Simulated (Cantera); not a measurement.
Feed: 1 mol Si, 0.01 mol CO2, 1.1 mol H2, 0.86 mol H2O, at 0.630 Torr.

Equilibrium computed with Cantera from the NASA thermochemical tables; the gas is ideal and each condensed phase is pure. Candidate condensed phases: C, C6H6, C7H8, C8H18, H2O, Si, SiC, SiO2; 123 gas species. Mutual solubility and eutectic melting of coexisting phases are not modelled. The tables hold silica as quartz up to 1696 K and as liquid above; real silica turns to tridymite and cristobalite and melts near 1996 K. The numbers say what is thermodynamically allowed, not how fast it happens. All values below are at 1177 °C.

Base state: H2 0.756, SiO 0.240, CO 0.00386, H 0.000284 (mole fractions); condensed: Si(s) + SiO2(β-quartz).

Problem. What changes in the equilibrium state with this change: 0.25 mol N2 added?

Solution. 
```tsv
species	before	after
H2	0.756	0.833
SiO	0.240	0.162
CO	0.00386	0.00425
N2	0	8.12e-5
H	0.000284	0.000298
Si(s), mol	0.253	0
SiO2(β-quartz), mol	0.123	0.120
Si2N2O(s), mol	0	0.250
```
N2 is the only nitrogen source here; it is nearly inert below about 1500 K, so the nitride shown seldom forms there in practice. Further candidate phases: Si2N2O, Si3N4.

Problem. What changes in the equilibrium state with this change: CO2 from 0.01 to 0.045 mol?

Solution. 
```csv
species,before,after
H2,0.756,0.754
SiO,0.240,0.240
CO,0.00386,0.00540
H,0.000284,0.000283
"Si(s), mol",0.253,0.189
"SiO2(β-quartz), mol",0.123,0.156
"SiC(s), mol",0,0.0310
```

Problem. What changes in the equilibrium state with this change: CO2 from 0.01 to 1.5 mol?

Solution. 
```json
[
 {"species": "H2", "before": "0.756", "after": "0.489"},
 {"species": "CO", "before": "0.00386", "after": "0.407"},
 {"species": "H2O", "before": "1.44e-6", "after": "0.0771"},
 {"species": "SiO", "before": "0.240", "after": "2.90e-6"},
 {"species": "CO2", "before": "3.08e-9", "after": "0.0269"},
 {"species": "H", "before": "0.000284", "after": "0.000228"},
 {"species": "Si(s), mol", "before": "0.253", "after": "0"},
 {"species": "SiO2(β-quartz), mol", "before": "0.123", "after": "1.000"}
]
```
